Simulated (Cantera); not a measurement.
A diamond (100) surface in a fixed gas of H2 with x(CH4) = 0.01, x(H) = 0.0018, at 975 K, 9.00 Torr; coverages are run to steady state.

Detailed kinetics in Cantera: the Harris–Goodwin 1993 mechanism for the reconstructed diamond (100) surface.

θ: site fractions in the mechanism's names (c6HH fully hydrogenated, c6H* and c6*H radical sites, c6** diradical, c6HM methylated).

```json
[
 {"x(CH3)": "1e-06", "growth (µm/h)": "0.00455", "θ c6HH": "0.621", "θ c6H*": "0.0161", "θ c6*H": "0.355", "θ c6**": "0.00789", "θ c6HM": "0.000270"},
 {"x(CH3)": "2.4e-06", "growth (µm/h)": "0.0109", "θ c6HH": "0.621", "θ c6H*": "0.0161", "θ c6*H": "0.354", "θ c6**": "0.00788", "θ c6HM": "0.000648"},
 {"x(CH3)": "5.6e-06", "growth (µm/h)": "0.0255", "θ c6HH": "0.620", "θ c6H*": "0.0161", "θ c6*H": "0.354", "θ c6**": "0.00787", "θ c6HM": "0.00151"},
 {"x(CH3)": "1.3e-05", "growth (µm/h)": "0.0589", "θ c6HH": "0.618", "θ c6H*": "0.0160", "θ c6*H": "0.353", "θ c6**": "0.00784", "θ c6HM": "0.00349"},
 {"x(CH3)": "3.2e-05", "growth (µm/h)": "0.144", "θ c6HH": "0.614", "θ c6H*": "0.0159", "θ c6*H": "0.351", "θ c6**": "0.00777", "θ c6HM": "0.00853"},
 {"x(CH3)": "7.5e-05", "growth (µm/h)": "0.331", "θ c6HH": "0.605", "θ c6H*": "0.0157", "θ c6*H": "0.345", "θ c6**": "0.00761", "θ c6HM": "0.0197"},
 {"x(CH3)": "0.00018", "growth (µm/h)": "[?]", "θ c6HH": "0.584", "θ c6H*": "0.0151", "θ c6*H": "0.333", "θ c6**": "0.00723", "θ c6HM": "[?]"},
 {"x(CH3)": "0.00042", "growth (µm/h)": "1.63", "θ c6HH": "0.542", "θ c6H*": "0.0140", "θ c6*H": "0.308", "θ c6**": "0.00649", "θ c6HM": "0.0968"},
 {"x(CH3)": "0.001", "growth (µm/h)": "[?]", "θ c6HH": "[?]", "θ c6H*": "[?]", "θ c6*H": "[?]", "θ c6**": "[?]", "θ c6HM": "[?]"}
]
```

**Question.** Complete the blanks.

**Answer.** 
- 0.00018, growth (µm/h): 0.763
- 0.00018, θ c6HM: 0.0453
- 0.001, growth (µm/h): 3.23
- 0.001, θ c6HH: 0.464
- 0.001, θ c6H*: 0.0119
- 0.001, θ c6*H: 0.262
- 0.001, θ c6**: 0.00514
- 0.001, θ c6HM: 0.192
